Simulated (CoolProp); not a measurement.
Vapour-liquid equilibrium of acetone (1) + p-xylene (2) at 401.9 K; x and y are mole fractions of (1).

Values from CoolProp's multi-fluid Helmholtz-energy mixture model, Lemmon 2006 and Zhou 2012; pair parameters Bell 2016.

```tsv
x	bubble pressure, mixture model (kPa)	bubble pressure, Raoult's law (kPa)	y, mixture model	y, Raoult's law
0.05	130.1	110.8	0.415	0.332
0.15	219.1	176.6	0.672	0.625
0.25	293.0	242.3	0.770	0.759
0.35	356.8	308.1	0.825	0.836
0.45	414.5	373.9	0.863	0.885
0.55	469.4	439.7	0.892	0.920
0.65	523.7	505.4	0.918	0.946
0.75	579.5	571.2	0.942	0.966
0.85	638.4	637.0	0.965	0.982
0.95	701.9	702.8	0.988	0.994
```

The largest gap from Raoult's law is +24.1 % in bubble pressure, at x = 0.15. No azeotrope shows between x = 0.05 and 0.95.

The pair parameters rest on a limited set of measurements; away from them the model extrapolates.
